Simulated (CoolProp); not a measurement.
Vapour-liquid equilibrium of toluene (1) + n-nonane (2) at 166.55 °C; x and y are mole fractions of (1).

Computed with CoolProp (multi-fluid Helmholtz-energy mixture model, Lemmon 2006 and Lemmon 2006; pair parameters Bell 2016).

```csv
x,"bubble pressure, mixture model (MPa)","bubble pressure, Raoult's law (MPa)","y, mixture model","y, Raoult's law"
0.05,0.1664,0.1633,0.130,0.121
0.15,0.1963,0.1877,0.328,0.315
0.25,0.2249,0.2120,0.472,0.465
0.35,0.2517,0.2363,0.582,0.584
0.45,0.2769,0.2607,0.669,0.681
0.55,0.3004,0.2850,0.742,0.761
0.65,0.3227,0.3093,0.805,0.829
0.75,0.3439,0.3337,0.863,0.887
0.85,0.3645,0.3580,0.918,0.937
0.95,0.3846,0.3823,0.972,0.980
```

The largest gap from Raoult's law is +6.5 % in bubble pressure, at x = 0.35. No azeotrope shows between x = 0.05 and 0.95.

Pair parameters are fitted to limited data, so mixtures are less certain than the pure fluids.
